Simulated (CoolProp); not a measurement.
The fluid at 582.28 K and 0.384 MPa is throttled through a valve to 0.0713 MPa with no heat exchange. The same conditions are run with several fluids, on thermodynamics alone (safety and materials aside).

Values from CoolProp's reference Helmholtz-energy equation of state of each fluid (octamethylcyclotetrasiloxane (D4): Thol 2015; ethanol: Schroeder 2014; ammonia: Gao 2020; ethylbenzene: Zhou 2012; benzene: Thol 2012).

```json
[
 {"fluid": "octamethylcyclotetrasiloxane (D4)", "temperature change (K)": "-3.0", "final density (kg/m³)": "4.48"},
 {"fluid": "ethanol", "temperature change (K)": "-1.8", "final density (kg/m³)": "…"},
 {"fluid": "ammonia", "temperature change (K)": "-1.2", "final density (kg/m³)": "…"},
 {"fluid": "ethylbenzene", "temperature change (K)": "…", "final density (kg/m³)": "1.58"},
 {"fluid": "benzene", "temperature change (K)": "-2.0", "final density (kg/m³)": "1.16"}
]
```

### Question
Some entries are withheld; supply them.

### Answer

- ethanol, final density (kg/m³): 0.682
- ammonia, final density (kg/m³): 0.251
- ethylbenzene, temperature change (K): -2.7
